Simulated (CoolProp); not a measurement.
A simple Rankine cycle with R1233zd(E): condensing at 296.15 K, boiler at 2.3 MPa, turbine inlet 415.1 K, turbine efficiency 0.7, pump efficiency 0.6, no recuperator. Each further row changes one setting.

The numbers come from the reference Helmholtz-energy equation of state, Akasaka 2022 in CoolProp.

| case | thermal efficiency (%) | net work (kJ/kg) | heat in (kJ/kg) | turbine exit temperature (K) | volume ratio over the turbine |
|---|---|---|---|---|---|
| as stated | 14.2 | 36.4 | 257 | 330.9 | 23.9 |
| turbine inlet 435.1 K | 14.4 | 41.0 | 284 | 357.1 | 21.4 |
| condensing temperature 288.15 K | 15.2 | 40.4 | 266 | 325.5 | 31.9 |
| boiler pressure 1.61 MPa | 13.3 | 36.3 | 274 | 350.8 | 14.2 |
| turbine efficiency 0.6 | 12.0 | 30.8 | 257 | 337.5 | 24.4 |
